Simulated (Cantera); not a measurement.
Input: 1 mol BF₃, 1.1 mol NH₃, 0.48 mol N₂.

Method: chemical equilibrium by Gibbs-energy minimisation in Cantera with the NASA 1993 tables (ideal gas, pure condensed phases). Candidate condensed phases: B, BN; 31 gas species. The tables' values for BF₂ are old estimates. The numbers say what is thermodynamically allowed, not how fast it happens.

What condenses at these points (T in °C, P in Pa): (1352, 10); (1502, 220); (1577, 22000); (1427, 10); (1452, 1000)?


```csv
T (°C),P in Pa,condensed phases,B condensed (%)
1352,10,gas only,0.0
1502,220,gas only,0.0
1577,22000,BN,1.2
1427,10,gas only,0.0
1452,1000,gas only,0.0
```
